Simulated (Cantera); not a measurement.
**Thermodynamics of tantalum, niobium, vanadium and zirconium in process gases, feed Ta + CH₄**

Charge: 1 mol Ta, a varied amount of CH₄, equilibrated at 96000 Pa.

Method: chemical equilibrium by Gibbs-energy minimisation in Cantera with the NASA 1993 tables (ideal gas, pure condensed phases). Candidate condensed phases: C, C₆H₆, C₇H₈, C₈H₁₈, Ta, TaC; 77 gas species. Mutual solubility and eutectic melting of coexisting phases are not modelled. TaC: taken at fixed stoichiometry. Condensed phases not in the tables: Ta₂C, N, O or C dissolved in the metal. Equilibrium is a limit: real reactors are often held back by kinetics, nucleation or transport.

Stable condensed phases:

```
T in K \ n(CH₄) in mol
         0.29 0.39 0.49 0.59 0.69 0.79 0.89 0.99  1.1  1.2  1.3  1.4
   1650     A    A    A    A    A    A    A    A    B    B    B    B
   1550     A    A    A    A    A    A    A    A    B    B    B    B
   1450     A    A    A    A    A    A    A    A    B    B    B    B
   1350     A    A    A    A    A    A    A    A    B    B    B    B
   1250     A    A    A    A    A    A    A    A    B    B    B    B
   1150     A    A    A    A    A    A    A    A    B    B    B    B
   1050     A    A    A    A    A    A    A    A    C    B    B    B
    950     A    A    A    A    A    A    A    A    C    C    B    B
    850     A    A    A    A    A    A    A    A    C    C    C    C
```

A: Ta + TaC; B: C + TaC; C: TaC.
